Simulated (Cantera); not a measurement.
## Thermodynamics of aluminium nitride and oxide growth, feed Al(CH3)3 + N2O + N2

Charge: 1 mol Al(CH3)3, 38 mol N2O, 99 mol N2, held at 0.00300 bar.

Method: chemical equilibrium by Gibbs-energy minimisation in Cantera with the NASA 1993 tables (ideal gas, pure condensed phases). Candidate condensed phases: Al, AlN, Al2O3, C, C6H6, C7H8, C8H18, H2O; 148 gas species. The feed counts by its element totals alone. The numbers say what is thermodynamically allowed, not how fast it happens.

From 1425 K to 1975 K the condensed part is Al2O3(s).

```json
[
 {"T (K)": "1425", "x N2": "0.870", "x O2": "0.0822", "x H2O": "0.0285", "x CO2": "0.0190", "n Al2O3(s)": "0.500"},
 {"T (K)": "1475", "x N2": "0.869", "x O2": "0.0821", "x H2O": "0.0285", "x CO2": "0.0190", "n Al2O3(s)": "0.500"},
 {"T (K)": "1525", "x N2": "0.869", "x O2": "0.0820", "x H2O": "0.0285", "x CO2": "0.0190", "n Al2O3(s)": "0.500"},
 {"T (K)": "1575", "x N2": "0.869", "x O2": "0.0819", "x H2O": "0.0284", "x CO2": "0.0190", "n Al2O3(s)": "0.500"},
 {"T (K)": "1625", "x N2": "0.869", "x O2": "0.0817", "x H2O": "0.0284", "x CO2": "0.0190", "n Al2O3(s)": "0.500"},
 {"T (K)": "1675", "x N2": "0.869", "x O2": "0.0815", "x H2O": "0.0283", "x CO2": "0.0190", "n Al2O3(s)": "0.500"},
 {"T (K)": "1725", "x N2": "0.868", "x O2": "0.0812", "x H2O": "0.0281", "x CO2": "0.0189", "n Al2O3(s)": "0.500"},
 {"T (K)": "1775", "x N2": "0.868", "x O2": "0.0809", "x H2O": "0.0279", "x CO2": "0.0188", "n Al2O3(s)": "0.500"},
 {"T (K)": "1825", "x N2": "0.867", "x O2": "0.0805", "x H2O": "0.0277", "x CO2": "0.0187", "n Al2O3(s)": "0.500"},
 {"T (K)": "1875", "x N2": "0.867", "x O2": "0.0800", "x H2O": "0.0273", "x CO2": "0.0185", "n Al2O3(s)": "0.500"},
 {"T (K)": "1925", "x N2": "0.866", "x O2": "0.0794", "x H2O": "0.0269", "x CO2": "0.0182", "n Al2O3(s)": "0.500"},
 {"T (K)": "1975", "x N2": "0.865", "x O2": "0.0787", "x H2O": "0.0263", "x CO2": "0.0177", "n Al2O3(s)": "0.500"}
]
```
x: gas mole fraction; n: condensed amount in mol.
